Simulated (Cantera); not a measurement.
**Adiabatic ignition**

An adiabatic, constant-volume homogeneous reactor starts with CH₄ : C₂H₆ : C₃H₈ : O₂ : N₂ = 1 : 0.16 : 0.49 : 15.7 : 58.9 (molar parts), equivalence ratio 0.32, at 1600 K and 9750 Torr.

Detailed kinetics in Cantera: GRI-Mech 3.0 (53 species, 325 reactions). GRI-Mech 3.0 was tuned for natural gas; its chemistry of propane as a main component is partial and can be far from experiment. The pressure lies above the range GRI-Mech 3.0 was tuned for (to about 10 atm).

| t (s) | T (K) | P (bar) | x CH₄ | x C₂H₆ | x C₃H₈ | x CO₂ | x H | x O |
|---|---|---|---|---|---|---|---|---|
| 4.00e-6 | 1612 | 13.1 | 0.0121 | 0.00179 | 0.00405 | 4.74e-5 | 2.52e-5 | 1.83e-5 |
| 1.32e-5 | 2387 | 19.7 | <1e-12 | <1e-12 | <1e-12 | 0.0300 | 0.000265 | 0.00253 |
| 4.35e-5 | 2461 | 20.2 | <1e-12 | <1e-12 | <1e-12 | 0.0356 | 6.08e-5 | 0.000991 |
| 0.000143 | 2460 | 20.2 | <1e-12 | <1e-12 | <1e-12 | 0.0356 | 6.04e-5 | 0.000985 |
| 0.000473 | 2457 | 20.2 | <1e-12 | <1e-12 | <1e-12 | 0.0356 | 5.92e-5 | 0.000969 |
| 0.00156 | 2449 | 20.1 | <1e-12 | <1e-12 | <1e-12 | 0.0356 | 5.61e-5 | 0.000924 |
| 0.00514 | 2432 | 19.9 | <1e-12 | <1e-12 | <1e-12 | 0.0357 | 5.06e-5 | 0.000843 |
| 0.0169 | 2422 | 19.9 | <1e-12 | <1e-12 | <1e-12 | 0.0357 | 4.72e-5 | 0.000793 |
| 0.0558 | 2421 | 19.8 | <1e-12 | <1e-12 | <1e-12 | 0.0357 | 4.69e-5 | 0.000789 |
| 0.184 | 2421 | 19.8 | <1e-12 | <1e-12 | <1e-12 | 0.0357 | 4.69e-5 | 0.000789 |
| 0.607 | 2421 | 19.8 | <1e-12 | <1e-12 | <1e-12 | 0.0357 | 4.69e-5 | 0.000789 |
| 2.00 | 2421 | 19.8 | <1e-12 | <1e-12 | <1e-12 | 0.0357 | 4.69e-5 | 0.000789 |
x: mole fraction; the columns are a selection and need not sum to one.

```yaml
time_of_steepest_temperature_rise: 8.40 µs
temperature at 2.00 s: 2421 K
equilibrium_temperature: 2421 K
x(CH₄) at 2.00 s: <1e-12 (gas-phase equilibrium <1e-12)
x(C₂H₆) at 2.00 s: <1e-12 (gas-phase equilibrium <1e-12)
x(C₃H₈) at 2.00 s: <1e-12 (gas-phase equilibrium <1e-12)
```
